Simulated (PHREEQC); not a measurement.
# Copper plating or etch bath: an equilibrium model

Solution (20 °C): 5.9 mmol/kgw CuCl2, 4.1 mmol/kgw HBF4 and 55 mmol/kgw NaCl. Closed to the air; pH follows from the charge balance.

Computed with PHREEQC (ion-association model, phreeqc.dat).

No solid was allowed to form.

What pH, density, ionic strength does the model give?

pH 2.46; density 1.002 g/cm³; ionic strength 0.0760 mol/kgw.

In which forms is F present?

BF4- 67 %, HF 20 %, F- 5.6 %, BF3OH- 5.0 %, BF2(OH)2- 1.1 % of the F.

Complexes and solids missing from the database can't appear. Real BF4- forms and hydrolyses slowly; the run takes it at equilibrium.
